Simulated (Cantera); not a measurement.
An isothermal plug-flow reactor at 900 K and 500000 Pa (inlet), inlet velocity 2.6 m/s, active area per volume 1700 1/m; feed 0.425 % H₂, 3.64 % O₂, 95.9 % N₂.

Detailed kinetics in Cantera: Deutschmann's 1995 Pt surface mechanism with GRI-Mech 3.0 gas chemistry. Catalytic surfaces can have several steady states; this one follows from the mechanism file's or the stated starting coverage. Mass transfer to the wall is taken as infinitely fast.

x: gas mole fraction; θ: surface coverage.

```
z (m)        x H₂    x O₂    x H₂O  θ free Pt   θ O*    θ OH*
-------  --------  ------  -------  ---------  -----  -------
0.00075         …  0.0346  0.00381     0.0944  0.903  0.00274
0.0014          …  0.0344  0.00415     0.0867  0.911  0.00270
0.0028          …  0.0344  0.00425     0.0845  0.913  0.00269
0.0054          …  0.0344  0.00426     0.0844  0.913  0.00268
0.01     4.33e-12  0.0344  0.00426     0.0844  0.913  0.00268
0.02       <1e-12  0.0344  0.00426     0.0844  0.913  0.00268
0.039      <1e-12  0.0344  0.00426     0.0844  0.913  0.00268
0.075      <1e-12  0.0344  0.00426     0.0844  0.913  0.00268
```

Task: Fill in the missing entries.

Result: 
- 0.00075, x H₂: 0.000452
- 0.0014, x H₂: 0.000114
- 0.0028, x H₂: 6.73e-6
- 0.0054, x H₂: 3.70e-8
